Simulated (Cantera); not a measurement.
A closed system holds: 1 mol B, 0.087 mol Cl2, equilibrated at 0.0133 bar.

Method: chemical equilibrium by Gibbs-energy minimisation in Cantera with the NASA 1993 tables (ideal gas, pure condensed phases). Candidate condensed phases: B; 7 gas species. Rates play no part.

Over these rows the condensed part is B(s). Partial pressures as log10 of bar:

```
T (K)  1000/T (1/K)  log p Cl  log p BCl3
-----  ------------  --------  ----------
1225         0.8163     -7.69       -1.88
1275         0.7843     -7.25       -1.88
1325         0.7547     -6.85       -1.88
1375         0.7273     -6.48       -1.88
1425         0.7018     -6.13       -1.88
1475         0.6780         ?       -1.88
```

Question: Fit log p(Cl) = a + b·(1000/T) to the five rows, give the apparent enthalpy, and predict the row at 1475 K.

Answer: Means: 1000/T = 0.7569, log p = -6.880. Sxy = -0.111483, Sxx = 0.0081961, so b = -13.60 and a = -6.880 − (-13.60)×0.7569 = 3.41.
Apparent enthalpy: −19.145 × (-13.60) = 260 kJ/mol. With the condensed phases at unit activity, 1/3 BCl3(g) = Cl(g) + 1/3 B(s) links this pressure to the main gases: over the six rows their terms move log p by +0.00 in all, so the slope is close to that reaction's ΔH°. The five rows lie within 0.01 of the line.
Prediction at 1475 K: 3.41 + (-13.60)×0.6780 = -5.81. The computed value is -5.81, 0.00 from the line.
